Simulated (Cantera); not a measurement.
An isothermal, constant-pressure homogeneous reactor starts with 62.9 % CH₄, 25.8 % H₂O, 11.3 % H₂, at 1325 K and 800000 Pa.

Cantera simulation using GRI-Mech 3.0 (53 species, 325 reactions); the numbers are that mechanism's predictions, not measurements. GRI-Mech 3.0 stops at C3 and has no aromatics, soot or wall deposition, so with more carbon than oxygen in the feed, carbon stays in small species such as C2H2 where larger ones or solid carbon would form.

One state of this run: x CH₄ = 0.602; x H₂O = 0.255; x H₂ = 0.134; x CH₂O = 1.61e-7; x CO = 2.40e-5; x O₂ = <1e-12; x CH₂ = 5.15e-12. x: mole fraction; the columns are a selection and need not sum to one.

Which value of t (s) does it belong to?
(A) 0.0894
(B) 0.511
(C) 0.0374
(D) 0.0156

B, 0.511
